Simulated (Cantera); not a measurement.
## Equilibrium for fluorocarbon and chlorocarbon gases: CCl₄ + HCl + H₂ + F₂

Feed: 1 mol CCl₄, 0.23 mol HCl, 12 mol H₂, 0.25 mol F₂, at 8000 Pa.

Equilibrium computed with Cantera from the NASA thermochemical tables; the gas is ideal and each condensed phase is pure. Candidate condensed phases: C, C₆H₆, C₇H₈, C₈H₁₈; 118 gas species. The tables' values for CCl are old estimates; treat these amounts as uncertain. Kinetics and transport are ignored.

```csv
T (K),x H₂,x H,x HCl,x Cl,x HF,x C₂H₂ (acetylene),x C₃,x C₂H,n C(graphite)
1473,0.673,3.67e-5,0.292,1.29e-5,0.0345,4.38e-6,<1e-12,<1e-12,0.998
1673,0.673,0.000330,0.292,0.000112,0.0345,3.83e-5,<1e-12,9.22e-11,0.998
1873,0.672,0.00187,0.291,0.000614,0.0345,0.000210,1.22e-11,6.88e-9,0.994
2073,0.667,0.00759,0.288,0.00242,0.0344,0.000817,1.96e-9,2.21e-7,0.976
2273,0.652,0.0240,0.280,0.00744,0.0340,0.00246,1.26e-7,3.81e-6,0.927
2473,0.618,0.0620,0.262,0.0186,0.0331,0.00596,4.06e-6,4.05e-5,0.816
2673,0.554,0.135,0.228,0.0387,0.0315,0.0119,7.66e-5,0.000291,0.601
2873,0.453,0.250,0.178,0.0673,0.0289,0.0192,0.000946,0.00150,0.198
3073,0.333,0.401,0.119,0.0976,0.0254,0.0148,0.00370,0.00339,0
3273,0.212,0.555,0.0688,0.121,0.0218,0.00612,0.00593,0.00393,0
```
x: gas mole fraction; n: condensed amount in mol.

From 1473 K to 2873 K the condensed part is C(graphite). From 3073 K to 3273 K nothing is condensed. The main C-bearing gas is CH₄ at 1473 K and C₃ at 3273 K.
